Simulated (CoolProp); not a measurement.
A single-stage vapour-compression cycle with the fluid: evaporating at 227.15 K (dew point), condensing at 268.15 K (bubble point), superheat 0 K, subcooling 8 K, compressor efficiency 0.85, no pressure losses. The same conditions are run with several fluids, on thermodynamics alone (safety and materials aside).

The numbers come from the reference Helmholtz-energy equation of state of each fluid (C2F6 (R116): Lemmon 2006; carbon dioxide: Span 1996; R143a: Lemmon and Jacobsen 2000; R134a: Tillner-Roth 1994; R410A: Lemmon 2003; CH3F (R41): Lemmon 2006) in CoolProp. Blends and air are pseudo-pure fits.

```csv
fluid,cooling COP,pressure ratio,discharge temperature (K),refrigerating effect (kJ/kg),volumetric capacity (kJ/m³)
C2F6 (R116),3.56,3.73,270.8,64.4,2330
carbon dioxide,3.77,[?],325.1,[?],[?]
R143a,4.18,4.92,286.3,180,908
R134a,4.25,6.58,[?],187,383
R410A,4.15,5.15,304.4,[?],1190
CH3F (R41),3.95,[?],321.2,362,3340
```

### Question
Fill in the missing entries.

### Answer

- carbon dioxide, pressure ratio: 3.81
- carbon dioxide, refrigerating effect (kJ/kg): 264
- carbon dioxide, volumetric capacity (kJ/m³): 5530
- R134a, discharge temperature (K): 289.5
- R410A, refrigerating effect (kJ/kg): 221
- CH3F (R41), pressure ratio: 3.89
